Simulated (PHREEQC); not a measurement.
Make-up at 25 °C: 0.0031 mol/kgw HF, 0.015 mol/kgw NaF and 0.018 mol/kgw (NH4)2SiF6. Closed to the air; pH follows from the charge balance.

Computed with PHREEQC (ion-association model, phreeqc.dat).

```tsv
quantity	before	after
pH	3.80	3.99
ionic strength (mol/kgw)	0.0691	0.0679
F- (mol/kgw)	0.0150	0.0168
HF (mol/kgw)	0.00276	0.00709
HF2- (mol/kgw)	0.000159	0.000493
NaF (mol/kgw)	8.04e-5	8.52e-5
SI of Quartz (SiO2)	-1.55	+0.26
```

Task: Name the change that produced these shifts.
A. (NH4)2SiF6 from 0.018 to 0.0162 mol/kgw
B. NaF from 0.015 to 0.03 mol/kgw
C. temperature from 25 to 90 °C
D. HF from 0.0031 to 0.00279 mol/kgw
E. HF replaced by NaBF4 at the same molality

Result: C, temperature from 25 to 90 °C

Precipitation was switched off in this run. Some of these states are supersaturated (in Quartz (slow to form), for instance). At this temperature some constants are extrapolated from 25 °C, and those without enthalpy data are left unchanged. SiF6-2 is the database's only silicon fluoride.
